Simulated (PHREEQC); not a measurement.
Solution A (6.8 mmol/kgw K2CO3) is mixed with solution B (11 mmol/kgw ZnSO4 and 1.2 mmol/kgw Na2SO4) at 25 °C; shares are by mass of water, 1 kg in all. Oxygen is held at 0.21 atm. CO2 from the air is kept out. The run lets Zincite(c), ZnCO3:H2O, Zn4(OH)6SO4, Mirabilite, Goslarite, Nahcolite, Natron precipitate or redissolve, and no other solid.

Equilibrium calculation in PHREEQC: ion-association model, wateq4f.dat.

```
share of solution B     pH  ZnCO3:H2O (mol)  Zincite(c) (mol)  Zn4(OH)6SO4 (mol)
-------------------  -----  ---------------  ----------------  -----------------
0                    10.93                0                 0                  0
0.05                 10.64                0          0.000544                  0
0.1                  10.34                0           0.00109                  0
0.15                 10.01                0           0.00163                  0
0.2                   9.54                0           0.00216                  0
0.25                  8.66         0.000505           0.00220                  0
0.3                   8.47          0.00186           0.00141                  0
0.35                  8.09          0.00322          0.000596                  0
0.4                   7.43          0.00379          0.000144                  0
0.45                  7.20          0.00355           9.33e-5                  0
0.5                   7.09          0.00324           7.69e-5                  0
0.55                  7.03          0.00291           6.83e-5                  0
0.6                   6.97          0.00258           6.29e-5                  0
0.65                  6.93          0.00225           5.90e-5                  0
0.7                   6.90          0.00191           5.61e-5                  0
0.75                  6.87          0.00157           5.38e-5                  0
0.8                   6.85          0.00123                 0            1.78e-5
0.85                  6.82         0.000893                 0            1.80e-5
0.9                   6.79         0.000552                 0            1.82e-5
0.95                  6.77         0.000211                 0            1.84e-5
1                     5.76                0                 0                  0
```

Zincite(c) from share of solution B = 0.05 (pH 10.64), last present at share of solution B = 0.75; ZnCO3:H2O from share of solution B = 0.25 (pH 8.66), last present at share of solution B = 0.95; Zn4(OH)6SO4 from share of solution B = 0.8 (pH 6.85), last present at share of solution B = 0.95.

The database's zinc carbonate complexes are estimates, stronger than later reviews accept.
